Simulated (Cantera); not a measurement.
A closed system holds: 1 mol Zr, 11 mol NH3, equilibrated at 2.20e-6 bar.

Method: chemical equilibrium by Gibbs-energy minimisation in Cantera with the NASA 1993 tables (ideal gas, pure condensed phases). Candidate condensed phases: Zr, ZrN; 11 gas species. ZrN: taken at fixed stoichiometry. Kinetics and transport are ignored.

Problem. Which condensed phases are stable at each of these points (T (°C)): 1250, 1350, 1450, 1550, 1650, 1750, 1850, 1950, 2050?

Solution. 
```csv
T (°C),condensed phases,Zr condensed (%)
1250,ZrN(s),100.0
1350,ZrN(s),100.0
1450,ZrN(s),100.0
1550,ZrN(s),100.0
1650,ZrN(s),100.0
1750,ZrN(s),99.8
1850,ZrN(s),96.6
1950,ZrN(s),57.4
2050,gas only,0.0
```

From 1250 °C to 1950 °C the condensed part is ZrN(s). At 2050 °C nothing is condensed.
